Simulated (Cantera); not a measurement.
Feed: 1 mol Fe, 0.012 mol CO2, 58 mol H2, 1.9 mol SO2, equilibrated at 1625 °C and 1.00 Torr.

Method: chemical equilibrium by Gibbs-energy minimisation in Cantera with the NASA 1993 tables (ideal gas, pure condensed phases). Candidate condensed phases: C, C6H6, C7H8, C8H18, Fe, Fe(CO)5, FeO, Fe(OH)2, Fe(OH)3, FeS, FeSO4, FeS2, Fe2O3, Fe2(SO4)3, Fe3O4, H2O, H2SO4, S; 127 gas species. Kinetics and transport are ignored.

Base state: H2 0.880, H2O 0.0604, H 0.0201, Fe 0.0165, S2 0.00890, SH 0.00499, S 0.00407, H2S 0.00240 (mole fractions); condensed: gas only.

### Question
What changes in the equilibrium state with this change: temperature from 1625 °C to 1152 °C?

### Answer
| species | before | after |
|---|---|---|
| H2 | 0.880 | 0.918 |
| H2O | 0.0604 | 0.0654 |
| H2S | 0.00240 | 0.0111 |
| H | 0.0201 | 0.000179 |
| Fe | 0.0165 | 2.10e-5 |
| FeO | 1.74e-5 | 4.23e-9 |
| OH | 0.000113 | 2.79e-7 |
| Fe(γ), mol | 0 | 0.242 |
| FeS(s), mol | 0 | 0.757 |
Metal and sulfide melt together well below either melting point, which pure phases cannot show. Mutual solubility and eutectic melting of coexisting phases are not modelled. FeS: taken at fixed stoichiometry.

### Question
What changes in the equilibrium state with this change: SO2 from 1.9 to 1.3 mol?

### Answer
```csv
species,before,after
H2,0.880,0.905
H2O,0.0604,0.0420
H,0.0201,0.0204
S2,0.00890,0.00563
Fe,0.0165,0.0166
SO2,0.000276,0.000101
SO,0.00176,0.000948
FeO,1.74e-5,1.19e-5
OH,0.000113,7.75e-5
S,0.00407,0.00324
```

### Question
What changes in the equilibrium state with this change: temperature from 1625 °C to 1102 °C?

### Answer
| species | before | after |
|---|---|---|
| H2 | 0.880 | 0.921 |
| H2O | 0.0604 | 0.0655 |
| H2S | 0.00240 | 0.0108 |
| H | 0.0201 | 9.01e-5 |
| Fe | 0.0165 | 5.19e-6 |
| FeO | 1.74e-5 | <1e-9 |
| OH | 0.000113 | 1.15e-7 |
| FeS(s), mol | 0 | 1.000 |
FeS: taken at fixed stoichiometry.
